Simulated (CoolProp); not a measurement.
Vapour-liquid equilibrium of dimethyl ether (1) + n-hexane (2) at 287.7 K; x and y are mole fractions of (1).

The numbers come from the multi-fluid Helmholtz-energy mixture model, Wu 2011 and Thol 2019; pair parameters Bell 2016 in CoolProp.

```csv
x,"bubble pressure, mixture model (MPa)","bubble pressure, Raoult's law (MPa)","y, mixture model","y, Raoult's law"
0.05,0.04174,0.03350,0.709,0.644
0.15,0.09801,0.07538,0.885,0.858
0.25,0.1492,0.1173,0.930,0.920
0.35,0.1944,0.1591,0.951,0.949
0.45,0.2339,0.2010,0.963,0.966
0.55,0.2693,0.2429,(withheld),0.977
0.65,0.3024,0.2848,0.978,0.985
0.75,0.3355,0.3267,(withheld),0.990
0.85,0.3706,0.3686,0.990,0.995
0.95,(withheld),0.4104,(withheld),0.998
```

Q: Complete the blanks.

A: 
- 0.55, y, mixture model: 0.972
- 0.75, y, mixture model: 0.984
- 0.95, bubble pressure, mixture model (MPa): 0.4097
- 0.95, y, mixture model: 0.997

The largest gap from Raoult's law is +30.0 % in bubble pressure, at x = 0.15. No azeotrope shows between x = 0.05 and 0.95.

The pair parameters rest on a limited set of measurements; away from them the model extrapolates.
